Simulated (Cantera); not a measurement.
Charge: 1 mol Si3H8, 0.72 mol Cl2, 19 mol N2, held at 1.33 mbar.

Cantera equilibrium calculation (NASA polynomials, part measured and part estimated; ideal gas, pure solids and liquids). Candidate condensed phases: NH4Cl, Si, Si3N4; 28 gas species. The feed counts by its element totals alone. N2 is the only nitrogen source here; it is nearly inert below about 1500 K, so the nitride shown seldom forms there in practice. Rates play no part.

Over these rows the condensed part is Si3N4(s). Partial pressures as log10 of bar:

```json
[
 {"T (K)": "1025", "1000/T (1/K)": "0.9756", "log p SiCl2": "-9.05", "log p N2": "-2.98", "log p H2": "-3.70", "log p HCl": "-4.05"},
 {"T (K)": "1075", "1000/T (1/K)": "0.9302", "log p SiCl2": "-8.42", "log p N2": "-2.98", "log p H2": "-3.70", "log p HCl": "-4.05"},
 {"T (K)": "1125", "1000/T (1/K)": "0.8889", "log p SiCl2": "?", "log p N2": "-2.98", "log p H2": "-3.70", "log p HCl": "-4.05"},
 {"T (K)": "1175", "1000/T (1/K)": "0.8511", "log p SiCl2": "-7.33", "log p N2": "-2.98", "log p H2": "-3.70", "log p HCl": "-4.05"},
 {"T (K)": "1225", "1000/T (1/K)": "0.8163", "log p SiCl2": "-6.85", "log p N2": "-2.98", "log p H2": "-3.70", "log p HCl": "-4.06"},
 {"T (K)": "1275", "1000/T (1/K)": "0.7843", "log p SiCl2": "-6.42", "log p N2": "-2.98", "log p H2": "-3.70", "log p HCl": "-4.06"}
]
```

Task: Fit log p(SiCl2) = a + b·(1000/T) to the five rows, give the apparent enthalpy, and predict the row at 1125 K.

Result: Means: 1000/T = 0.8715, log p = -7.614. Sxy = -0.348883, Sxx = 0.0253495, so b = -13.76 and a = -7.614 − (-13.76)×0.8715 = 4.38.
Apparent enthalpy: −19.145 × (-13.76) = 263 kJ/mol. With the condensed phases at unit activity, 1/3 Si3N4(s) + 2 HCl(g) = SiCl2(g) + 2/3 N2(g) + H2(g) links this pressure to the main gases: over the six rows their terms move log p by -0.02 in all, so the slope is close to that reaction's ΔH°. The five rows lie within 0.01 of the line.
Prediction at 1125 K: 4.38 + (-13.76)×0.8889 = -7.85. The computed value is -7.85, 0.00 from the line.
